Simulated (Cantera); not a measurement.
Charge: 1 mol CO, 1.1 mol NH3, 0.82 mol N2, at 1575 K and 95.0 mbar.

Equilibrium computed with Cantera from the NASA thermochemical tables; the gas is ideal and each condensed phase is pure. Candidate condensed phases: C, C6H6, C7H8, C8H18, H2O; 136 gas species. Equilibrium is a limit: real reactors are often held back by kinetics, nucleation or transport.

Base state: H2 0.410, N2 0.341, CO 0.249, H 8.64e-5, HCN 8.58e-5, H2O 7.59e-5, CO2 1.58e-5 (mole fractions); condensed: gas only.

Q: What changes in the equilibrium state with this change: temperature from 1575 K to 1975 K?

A: 
```tsv
species	before	after
H2	0.410	0.408
N2	0.341	0.340
CO	0.249	0.248
H	8.64e-5	0.00284
CO2	1.58e-5	1.03e-5
HCN	8.58e-5	8.17e-5
H2O	7.59e-5	7.61e-5
```

Q: What changes in the equilibrium state with this change: temperature from 1575 K to 1950 K?

A: 
```
species   before    after
-------  -------  -------
H2         0.410    0.409
N2         0.341    0.340
CO         0.249    0.248
H        8.64e-5  0.00238
CO2      1.58e-5  1.05e-5
HCN      8.58e-5  8.20e-5
```

Q: What changes in the equilibrium state with this change: temperature from 1575 K to 2248 K?

A: 
| species | before | after |
|---|---|---|
| H2 | 0.410 | 0.400 |
| N2 | 0.341 | 0.338 |
| CO | 0.249 | 0.247 |
| H | 8.64e-5 | 0.0151 |
| CO2 | 1.58e-5 | 8.61e-6 |
| HCN | 8.58e-5 | 7.80e-5 |
| H2O | 7.59e-5 | 7.58e-5 |
